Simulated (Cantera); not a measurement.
# Premixed flame

A freely propagating, adiabatic, planar premixed flame of CO : H₂ : O₂ : N₂ = 1 : 0.034 : 0.369 : 1.39 (molar parts), unburnt at 650 K and 500000 Pa; mixture-averaged transport, grid criteria slope 0.08 and curve 0.16, no radiation.

Cantera simulation using GRI-Mech 3.0 (53 species, 325 reactions); the numbers are that mechanism's predictions, not measurements. The hydrogen kinetics of GRI-Mech 3.0 are dated; newer H2 mechanisms differ, most at raised pressure. Burning velocities carry a grid error of a few per cent, more on coarse grids.

```csv
z (mm),T (K),u (m/s),x CO,x H₂,x O₂,x H,x H₂O₂,x CO₂
-0.424,650,1.28,0.358,0.0122,0.132,<1e-8,<1e-8,<1e-8
-0.283,650,1.28,0.358,0.0120,0.132,<1e-8,1.02e-8,1.27e-7
-0.212,650,1.28,0.358,0.0118,0.132,<1e-8,8.43e-8,1.38e-6
-0.141,651,1.29,0.358,0.0113,0.132,<1e-8,8.18e-7,1.73e-5
-0.0707,692,1.36,0.357,0.00910,0.131,3.73e-7,2.60e-5,0.00128
-0.0354,939,1.83,0.341,0.00644,0.121,0.000220,6.72e-5,0.0177
0,1410,2.69,0.291,0.00270,0.0897,0.00258,3.69e-6,0.0761
0.0354,1748,3.24,0.236,0.00109,0.0561,0.00501,4.92e-7,0.143
0.0707,1943,3.53,0.205,0.00101,0.0393,0.00556,2.40e-7,0.182
0.141,2141,3.83,0.182,0.00110,0.0286,0.00436,1.27e-7,0.212
0.283,2316,4.09,0.166,0.00107,0.0211,0.00263,7.05e-8,0.234
0.566,2455,4.29,0.151,0.000973,0.0143,0.00153,4.08e-8,0.253
1.13,2553,4.43,0.140,0.000894,0.00869,0.000927,2.53e-8,0.267
```
x: mole fraction of selected species; z is measured from the peak of heat release.

```json
{
 "laminar_burning_velocity": "128 cm/s",
 "thermal_thickness": "0.141 mm",
 "peak x(H)": "0.00556",
 "peak x(H₂O₂)": "7.07e-5",
 "grid_points": "114"
}
```
